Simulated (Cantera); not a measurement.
What does this Cantera script print?

```python
import numpy as np
import cantera as ct

gas_names = """
    CL CLF CLF3 CL2 F F2 H HCL HF H2 H2F2 H3F3 H4F4 H5F5 H6F6 H7F7 Si SiCL SiCL2 SiCL3 SiCL4 SiF SiF2
    SiF3 SiF4 SiH SiHCL3 SiHF3 SiH2 SiH2CL2 SiH2F2 SiH3 SiH3CL SiH3F SiH4 Si2 Si3
""".split()
cond_names = """
    Si(cr) Si(L)
""".split()


# ... load() reads the species with a 1 bar reference pressure and builds the phases ...
atoms = {
    'SiF4': {'Si': 1, 'F': 4},
    'HCl': {'H': 1, 'CL': 1},
    'H2': {'H': 2},
}
top_T = {}  # K; cautious upper limits of use, not melting points


# ... equilibrate(T, P, feed) seeds the gas with the atoms and calls Mixture.equilibrate('TP', solver="vcs", rtol=1e-11, max_steps=5000) ...
results = []
feed = {'SiF4': 1, 'HCl': 3.2, 'H2': 4.5}  # mol
T = 1325  # K
for P in [100, 220, 460, 1000, 2200, 4600, 10000, 22000, 46000, 100000]:
    mix = equilibrate(T, P, feed)
    results.append((T, P, feed, dict(zip(mix.species_names, mix.species_moles))))

top = {s: max(r[3][s] / sum(r[3][g] for g in gas_names) for r in results) for s in gas_names}
cols = sorted((s for s in top if top[s] > 1e-06), key=lambda s: -top[s])[:6]
seen = [c for c in cond_names if any(r[3].get(c, 0) > 1e-12 for r in results)]
print("log10 of partial pressures in bar; condensed amounts in mol")
print(f"{'P/Pa':>10s}" + "".join(f"{s[:9]:>10s}" for s in cols + seen))
for T, P, feed, n in results:
    ng = sum(n[g] for g in gas_names)
    print(f"{P:10.4g}" + "".join(f"{np.log10(max(n[s] / ng * P / 1e5, 1e-99)):10.3f}" for s in cols)
          + "".join(f"{n.get(c, 0):10.4g}" for c in seen))
```

Output:

```
log10 of partial pressures in bar; condensed amounts in mol
      P/Pa        H2       HCL      SiF4        HF      SiF3     SiCL4
       100    -3.292    -3.440    -3.969    -4.950    -5.305    -6.927
       220    -2.948    -3.097    -3.621    -4.668    -5.068    -6.338
       460    -2.627    -2.777    -3.297    -4.397    -4.855    -5.816
      1000    -2.289    -2.439    -2.957    -4.102    -4.640    -5.306
      2200    -1.946    -2.097    -2.612    -3.792    -4.434    -4.832
      4600    -1.626    -1.777    -2.290    -3.493    -4.250    -4.425
     1e+04    -1.288    -1.440    -1.952    -3.171    -4.065    -4.027
   2.2e+04    -0.945    -1.098    -1.608    -2.839    -3.883    -3.645
   4.6e+04    -0.625    -0.777    -1.287    -2.524    -3.716    -3.300
     1e+05    -0.288    -0.440    -0.950    -2.191    -3.543    -2.947
```

Method: chemical equilibrium by Gibbs-energy minimisation in Cantera with the NASA 1993 tables (ideal gas, pure condensed phases). The tables' values for SiF3, SiCl3, SiF2 are old estimates; treat these amounts as uncertain.
